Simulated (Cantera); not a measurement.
A closed system holds: 1 mol Si(CH3)4, 0.056 mol C2H2, 52 mol H2, 0.3 mol CH4, held at 29.0 mbar.

Cantera equilibrium calculation (NASA polynomials, part measured and part estimated; ideal gas, pure solids and liquids). Candidate condensed phases: C, C6H6, C7H8, C8H18, Si, SiC; 87 gas species. Gases not in the tables: Si2H6 and higher silanes. Rates play no part.

### Question
What share of the Si ends up in condensed phases as a function of T (K), at 2075, 2125, 2175, 2225, 2275, 2325, 2375, 2425?

### Answer
| T (K) | Si condensed (%) | as |
|---|---|---|
| 2075 | 98.1 | SiC(s) |
| 2125 | 96.1 | SiC(s) |
| 2175 | 92.3 | SiC(s) |
| 2225 | 85.1 | SiC(s) |
| 2275 | 71.8 | SiC(s) |
| 2325 | 47.3 | SiC(s) |
| 2375 | 3.4 | SiC(s) |
| 2425 | 0.0 | - |
